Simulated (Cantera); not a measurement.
Input: 1 mol Si, 5.7 mol HF, 1.9 mol N2, held at 898.15 K and 0.670 bar.

Cantera equilibrium calculation (NASA polynomials, part measured and part estimated; ideal gas, pure solids and liquids). Candidate condensed phases: Si, Si3N4; 37 gas species. Kinetics and transport are ignored.

Task: What is the equilibrium state?

Result: 
| Quantity | Result |
|---|---|
| x(H2) | 0.303 |
| x(N2) | 0.288 |
| x(HF) | 0.258 |
| x(SiF4) | 0.152 |
| x(NH3) | 7.37e-5 |
| x(H2F2) | 2.61e-6 |
| gas amount | 6.599 mol |
| log10 activity of Si(s) (absent) | -21.08 |
